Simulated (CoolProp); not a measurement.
A closed Brayton cycle with dry air: compressor inlet 310.15 K and 4.5 MPa, high pressure 9.15 MPa, turbine inlet 685 K, compressor efficiency 0.85, turbine efficiency 0.93, recuperator effectiveness 0.95 (on enthalpy, no pinch check). Each further row changes one setting.

Values from CoolProp's reference Helmholtz-energy equation of state, Lemmon 2000. It is a pseudo-pure fit of the blend.

```tsv
case	thermal efficiency (%)	net work (kJ/kg)	compressor to turbine work	compressor exit (K)	turbine exit (K)
as stated	28.0	37.8	0.69	393.0	572.8
turbine inlet 635 K	23.3	28.9	0.74	393.0	529.8
compressor inlet 320.15 K	26.1	34.9	0.71	405.5	572.8
high pressure 7.78 MPa	29.6	32.8	0.66	372.6	596.8
recuperator effectiveness 0.5	17.2	37.8	0.69	393.0	572.8
```
